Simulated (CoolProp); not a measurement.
Saturation properties of CH2F2 (R32).

Model: reference Helmholtz-energy equation of state, Tillner-Roth 1997, in CoolProp.

```
T (K)  p (MPa)  vapour Z  liquid conductivity (mW/(m K))
-----  -------  --------  ------------------------------
246.2   0.3096    0.9147                             175
249.8   0.3569    0.9067                             173
253.5   0.4111    0.8980                             170
257.2   0.4715    0.8888                             167
260.9   0.5385    0.8791                             164
264.5   0.6104    0.8692                             161
268.2   0.6917    0.8584                             158
271.9   0.7810    0.8471                             156
275.6   0.8788    0.8352                             153
279.2   0.9826    0.8231                             150
282.9    1.099    0.8100                             147
```

It boils at 221.5 K under 1 atm.

Thermal conductivity comes from a separate model (Huber 2003), an estimate that may be off by 10 % or more.
